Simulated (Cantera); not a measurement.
Mixture: CH4 : H2 : O2 : N2 = 1 : 0.85 : 5.39 : 20.3 (molar parts), at 24.0 bar, adiabatic and at constant pressure. Ignition delay is the time to a rise of 400 K.

Computed with Cantera and GRI-Mech 3.0 (53 species, 325 reactions). The pressure lies above the range GRI-Mech 3.0 was tuned for (to about 10 atm).

**Question.** What does this change do: pressure from 24.0 bar to 1.00 bar?

**Answer.** 
```json
[
 {"quantity": "delay at 1275 K", "before": "97.4 µs", "after": "0.419 ms"},
 {"quantity": "delay at 1375 K", "before": "32.4 µs", "after": "0.217 ms"},
 {"quantity": "delay at 1475 K", "before": "14.3 µs", "after": "0.126 ms"},
 {"quantity": "delay at 1575 K", "before": "7.41 µs", "after": "80.0 µs"},
 {"quantity": "apparent activation energy between 1525 and 1625 K", "before": "120 kJ/mol", "after": "88 kJ/mol"}
]
```
Where the delays flatten at high temperature, the 400 K rule measures the pace of heat release, not the induction time.
